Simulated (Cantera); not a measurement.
Input (Python, Cantera):

```python
import numpy as np
import cantera as ct

gas = ct.Solution("gri30.yaml")


def delay(T, t_max=10):
    gas.TPX = T, 36000, {'C2H4': 1, 'O2': 3.61, 'N2': 13.6, 'CO2': 1.1}
    reactor = ct.IdealGasReactor(gas, clone=False)
    net = ct.ReactorNet([reactor])
    net.rtol, net.atol = 1e-8, 1e-16
    while net.time < t_max:
        t_old, T_old = net.time, reactor.T
        net.step()
        if reactor.T > T + 400:  # ignition: a rise of 400 K
            return t_old + (T + 400 - T_old) / (reactor.T - T_old) * (net.time - t_old)
    return np.nan


taus = []
for T in [1248, 1323, 1398, 1473, 1548, 1623, 1698, 1773]:
    taus.append(delay(T))
    print(f"T0 = {T:6g} K   tau = {taus[-1]:.4e} s")
```

Result:

```
T0 =   1248 K   tau = 3.4679e-04 s
T0 =   1323 K   tau = 2.0564e-04 s
T0 =   1398 K   tau = 1.3727e-04 s
T0 =   1473 K   tau = 9.8122e-05 s
T0 =   1548 K   tau = 7.3447e-05 s
T0 =   1623 K   tau = 5.6857e-05 s
T0 =   1698 K   tau = 4.5151e-05 s
T0 =   1773 K   tau = 3.6566e-05 s
```

Model: GRI-Mech 3.0 (53 species, 325 reactions), integrated in Cantera. GRI-Mech 3.0 was tuned for natural gas; its chemistry of ethylene as a main component is partial and can be far from experiment. Where the delays flatten at high temperature, the 400 K rule measures the pace of heat release, not the induction time.
